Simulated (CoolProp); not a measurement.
A closed Brayton cycle with carbon dioxide: compressor inlet 327.15 K and 8.4 MPa, high pressure 20.3 MPa, turbine inlet 850 K, compressor efficiency 0.85, turbine efficiency 0.9, recuperator effectiveness 0.95 (on enthalpy, no pinch check). Each further row changes one setting.

Computed with CoolProp (reference Helmholtz-energy equation of state, Span 1996).

```json
[
 {"case": "as stated", "thermal efficiency (%)": "36.0", "net work (kJ/kg)": "75.5", "compressor to turbine work": "0.37", "compressor exit (K)": "401.4", "turbine exit (K)": "742.3"},
 {"case": "turbine inlet 800 K", "thermal efficiency (%)": "___", "net work (kJ/kg)": "67.6", "compressor to turbine work": "___", "compressor exit (K)": "401.4", "turbine exit (K)": "696.2"},
 {"case": "compressor inlet 337.15 K", "thermal efficiency (%)": "34.9", "net work (kJ/kg)": "70.0", "compressor to turbine work": "___", "compressor exit (K)": "416.6", "turbine exit (K)": "742.3"},
 {"case": "high pressure 17.3 MPa", "thermal efficiency (%)": "35.1", "net work (kJ/kg)": "64.3", "compressor to turbine work": "0.36", "compressor exit (K)": "387.6", "turbine exit (K)": "761.3"},
 {"case": "recuperator effectiveness 0.5", "thermal efficiency (%)": "19.5", "net work (kJ/kg)": "75.5", "compressor to turbine work": "0.37", "compressor exit (K)": "401.4", "turbine exit (K)": "742.3"}
]
```

**Question.** Some entries are withheld; supply them.

**Answer.** 
- turbine inlet 800 K, thermal efficiency (%): 33.9
- turbine inlet 800 K, compressor to turbine work: 0.40
- compressor inlet 337.15 K, compressor to turbine work: 0.42
